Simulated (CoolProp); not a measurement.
Model: reference Helmholtz-energy equation of state, Colonna 2008, in CoolProp. It is a short technical equation, of lower accuracy than the large ones.

### Question
For dodecamethylcyclohexasiloxane (D6), give the phase and the density (kg/m³), cp (kJ/(kg K)), Joule-Thomson coefficient (K/MPa), isothermal compressibility (1/MPa) at 574.9 K and 4.55 MPa.

### Answer
- 574.9 K and 4.55 MPa: liquid; density 676, cp 2.09, Joule-Thomson coefficient 0.0440, isothermal compressibility 0.0161
